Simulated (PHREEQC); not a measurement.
Solution (25 °C): 0.18 mol NH4Cl and 0.0015 mol KCl per kg of water. Closed to the air; pH follows from the charge balance.

Equilibrium calculation in PHREEQC: ion-association model, phreeqc.dat.

Precipitation was switched off in this run.

Question: What pH does the model give?

Answer: pH 5.13.
